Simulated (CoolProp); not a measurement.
Properties of R1233zd(E) along the isobar 0.101 MPa.

Model: reference Helmholtz-energy equation of state, Akasaka 2022, in CoolProp.

| T (°C) | phase | cp (kJ/(kg K)) | speed of sound (m/s) |
|---|---|---|---|
| -95.65 | liquid | 0.9787 | 1185 |
| -88.05 | liquid | 0.9907 | 1154 |
| -80.35 | liquid | (withheld) | 1122 |
| -72.75 | liquid | 1.014 | 1090 |
| -65.15 | liquid | 1.026 | 1059 |
| -57.45 | liquid | 1.038 | 1027 |
| -49.85 | liquid | 1.050 | 994.9 |
| -42.25 | liquid | 1.062 | 963.2 |
| -34.65 | liquid | 1.074 | 931.6 |
| -26.95 | liquid | (withheld) | 899.7 |
| -19.35 | liquid | 1.101 | 868.4 |
| -11.75 | liquid | 1.114 | 837.3 |
| -4.05 | liquid | 1.128 | (withheld) |

Question: Complete the blanks.

Answer: 
- -80.35, cp (kJ/(kg K)): 1.003
- -26.95, cp (kJ/(kg K)): 1.087
- -4.05, speed of sound (m/s): 806.0
